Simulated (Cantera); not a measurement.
Input: 1 mol B2O3, 0.096 mol O2, 10 mol N2, at 10.0 mbar.

Equilibrium computed with Cantera from the NASA thermochemical tables; the gas is ideal and each condensed phase is pure. Candidate condensed phases: B, BN, B2O3; 17 gas species. The numbers say what is thermodynamically allowed, not how fast it happens.

At 1700 K, list the 4 most abundant gas species with their mole fractions, and the condensed phases.

N2 0.911, B2O3 0.0782, O2 0.00787, BO2 0.00223. Condensed: B2O3(l).
